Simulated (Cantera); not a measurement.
## Carbothermic reduction: Ta2O5 + CH4 + H2 + C

Input: 1 mol Ta2O5, 4.1 mol CH4, 1.1 mol H2, 1.1 mol C, equilibrated at 0.100 bar.

Cantera equilibrium calculation (NASA polynomials, part measured and part estimated; ideal gas, pure solids and liquids). Candidate condensed phases: C, C6H6, C7H8, C8H18, H2O, Ta, TaC, Ta2O5; 113 gas species. Mutual solubility and eutectic melting of coexisting phases are not modelled. TaC: taken at fixed stoichiometry. Condensed phases not in the tables: Ta2C, N, O or C dissolved in the metal. Kinetics and transport are ignored.

```tsv
T (°C)	log p H2	log p CO	log p H	log p CH4	log p H2O	log p CO2	n C(graphite)	n Ta2O5(s)	n TaC(s)	n Ta(s)	n Ta2O5(l)
575	-1.03	-5.58	-11.23	-2.24	-5.74	-9.81	4.70	1.000	0	0	0
725	-1.01	-3.39	-9.17	-3.02	-4.78	-7.01	5.06	0.992	0.0157	0	0
875	-1.08	-1.78	-7.68	-3.78	-4.18	-4.95	2.60	0.630	0.740	0	0
1025	-1.15	-1.55	-6.54	-5.10	-4.02	-4.66	0	0.255	1.49	0	0
1175	-1.15	-1.55	-5.61	-6.16	-3.89	-4.67	0	0.254	1.49	0	0
1325	-1.15	-1.55	-4.85	-7.02	-3.80	-4.67	0	0.254	1.49	0	0
1475	-1.15	-1.55	-4.21	-7.73	-3.72	-4.68	0	0.253	1.49	0	0
1625	-1.15	-1.55	-3.68	-8.32	-3.66	-4.68	0	0.253	1.49	0	0
1775	-1.15	-1.55	-3.23	-8.83	-3.61	-4.68	0	0.252	1.50	0	0
1925	-1.16	-1.53	-2.84	-9.24	-3.60	-4.69	0	0	1.26	0.336	0.203
2075	-1.20	-1.46	-2.51	-9.24	-3.99	-5.01	0	0	0.221	1.78	0
2225	-1.22	-1.47	-2.21	-9.20	-4.37	-5.41	0	0	0.210	1.79	0
```
log p: log10 of the partial pressure in bar; n: condensed amount in mol.

At 575 °C the condensed part is C(graphite) + Ta2O5(s). From 725 °C to 875 °C the condensed part is C(graphite) + TaC(s) + Ta2O5(s). From 1025 °C to 1775 °C the condensed part is TaC(s) + Ta2O5(s). At 1925 °C the condensed part is Ta(s) + TaC(s) + Ta2O5(l). From 2075 °C to 2225 °C the condensed part is Ta(s) + TaC(s).
